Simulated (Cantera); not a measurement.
# Ignition delay

Mixture: 13.7 % CH4, 3.98 % CO, 17.3 % O2, 65.0 % N2, at 34000 Pa, adiabatic and at constant pressure. Ignition delay is the time to a rise of 400 K.

Computed with Cantera and GRI-Mech 3.0 (53 species, 325 reactions).

| T0 (K) | delay (ms) |
|---|---|
| 1150 | 412 |
| 1225 | 122 |
| 1300 | 40.1 |
| 1375 | 14.5 |
| 1450 | 5.88 |
| 1525 | 2.66 |
| 1600 | 1.34 |

```
Property                                                Result
--------------------------------------------------  ----------
apparent activation energy between 1450 and 1600 K  190 kJ/mol
```
